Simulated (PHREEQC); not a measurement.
Solution A (0.049 mol/kgw HF, 0.00043 mol/kgw NH4F and 0.1 mol/kgw H3PO4) is mixed with solution B (0.0089 mol NaH2PO4, 0.00041 mol NaHSO4 and 0.0043 mol Na2SO4 per kg of water) at 20 °C; shares are by mass of water, 1 kg in all. Oxygen alone is held at its pressure in air (log pO2 = -0.68). No CO2 enters from the air. Only these solids could form: Mirabilite.

Model: ion-association model, wateq4f.dat, run in PHREEQC.

| share of solution B | pH | SO4-2 (mol/kgw) | HF (mol/kgw) |
|---|---|---|---|
| 0 | 1.62 | 0 | 0.0384 |
| 0.05 | 1.64 | 0.000103 | 0.0367 |
| 0.1 | 1.66 | 0.000211 | 0.0351 |
| 0.2 | 1.69 | 0.000441 | 0.0316 |
| 0.25 | 1.72 | 0.000565 | 0.0299 |
| 0.3 | 1.74 | 0.000695 | 0.0281 |
| 0.4 | 1.79 | 0.000977 | 0.0244 |
| 0.45 | 1.82 | 0.00113 | 0.0225 |
| 0.5 | 1.85 | 0.00130 | 0.0206 |
| 0.55 | 1.88 | (withheld) | 0.0187 |
| 0.6 | 1.92 | 0.00166 | 0.0167 |
| 0.7 | (withheld) | 0.00210 | 0.0126 |
| 0.75 | 2.08 | 0.00235 | 0.0105 |
| 0.8 | 2.16 | 0.00263 | 0.00836 |
| 0.9 | 2.39 | 0.00333 | 0.00397 |
| 0.95 | (withheld) | 0.00380 | 0.00178 |
| 1 | 3.77 | 0.00445 | 0 |

### Question
Fill in the missing entries.

### Answer

- 0.55, SO4-2 (mol/kgw): 0.00147
- 0.7, pH: 2.02
- 0.95, pH: 2.64

wateq4f.dat counts part of the HF as a dimer, H2F2, which phreeqc.dat doesn't know; its constant is uncertain. H3PO4, which wateq4f.dat lacks, is added to it with the constant of phreeqc.dat.
